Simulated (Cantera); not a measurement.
An isothermal, constant-pressure homogeneous reactor starts with 85.5 % NH3, 14.5 % H2, at 2250 K and 0.0267 bar.

Model: the gas-phase N/H chemistry of the illustrative SiF4/NH3 mechanism in the Surface Chemkin manual (1991), integrated in Cantera. Walls and surfaces, which speed up NH3 decomposition in real reactors, are not modelled.

x: mole fraction; the columns are a selection and need not sum to one.

```json
[
 {"t (s)": "1.00e-6", "x NH3": "0.855", "x H2": "0.145", "x N2H2": "<1e-12", "x N": "<1e-12", "x N2H4": "<1e-12", "x H": "1.91e-6", "x NH2": "?"},
 {"t (s)": "6.09e-6", "x NH3": "0.855", "x H2": "0.145", "x N2H2": "9.44e-11", "x N": "<1e-12", "x N2H4": "1.27e-12", "x H": "4.50e-6", "x NH2": "?"},
 {"t (s)": "3.71e-5", "x NH3": "0.854", "x H2": "0.145", "x N2H2": "1.53e-8", "x N": "1.61e-10", "x N2H4": "6.91e-11", "x H": "1.31e-5", "x NH2": "?"},
 {"t (s)": "0.000226", "x NH3": "0.853", "x H2": "0.146", "x N2H2": "1.27e-6", "x N": "1.12e-7", "x N2H4": "2.60e-9", "x H": "6.47e-5", "x NH2": "?"},
 {"t (s)": "0.00137", "x NH3": "0.841", "x H2": "0.153", "x N2H2": "2.49e-5", "x N": "2.86e-6", "x N2H4": "2.91e-8", "x H": "0.000226", "x NH2": "0.00376"},
 {"t (s)": "0.00837", "x NH3": "0.761", "x H2": "0.212", "x N2H2": "2.26e-5", "x N": "3.81e-6", "x N2H4": "2.55e-8", "x H": "0.000321", "x NH2": "0.00353"},
 {"t (s)": "0.0509", "x NH3": "0.441", "x H2": "0.445", "x N2H2": "1.02e-5", "x N": "5.56e-6", "x N2H4": "1.10e-8", "x H": "0.000755", "x NH2": "?"},
 {"t (s)": "0.310", "x NH3": "0.0401", "x H2": "0.738", "x N2H2": "6.07e-7", "x N": "6.56e-6", "x N2H4": "4.09e-10", "x H": "0.00263", "x NH2": "?"},
 {"t (s)": "1.89", "x NH3": "9.05e-7", "x H2": "0.737", "x N2H2": "<1e-12", "x N": "4.41e-7", "x N2H4": "<1e-12", "x H": "0.0371", "x NH2": "?"},
 {"t (s)": "11.5", "x NH3": "1.14e-7", "x H2": "0.735", "x N2H2": "<1e-12", "x N": "6.64e-8", "x N2H4": "<1e-12", "x H": "0.0392", "x NH2": "1.91e-8"},
 {"t (s)": "70.0", "x NH3": "1.11e-7", "x H2": "0.735", "x N2H2": "<1e-12", "x N": "6.47e-8", "x N2H4": "<1e-12", "x H": "0.0392", "x NH2": "1.86e-8"}
]
```

Task: Fill in the missing entries.

Result: 
- 1.00e-6, x NH2: 3.50e-6
- 6.09e-6, x NH2: 2.84e-5
- 3.71e-5, x NH2: 0.000187
- 0.000226, x NH2: 0.00113
- 0.0509, x NH2: 0.00232
- 0.310, x NH2: 0.000446
- 1.89, x NH2: 1.43e-7
